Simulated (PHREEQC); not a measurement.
Solution (25 °C): 6.3 mmol/kgw CdSO4, 9.9 mmol/kgw H3BO3 and 0.39 mmol/kgw HCl. Closed to the air; pH follows from the charge balance.

The numbers come from PHREEQC with the ion-association model, phreeqc.dat.

```tsv
quantity	before	after
pH	3.55	2.55
ionic strength (mol/kgw)	0.0176	0.0199
HSO4- (mol/kgw)	7.80e-5	0.000723
```

Task: Name the change that produced these shifts.
A) H3BO3 left out
B) 0.015 mol/kgw Na2SO4 added
C) CdSO4 from 0.0063 to 0.00315 mol/kgw
D) HCl replaced by FeCl3 at the same molality
E) HCl from 0.00039 to 0.0039 mol/kgw

Result: E, HCl from 0.00039 to 0.0039 mol/kgw

No solid was allowed to form.
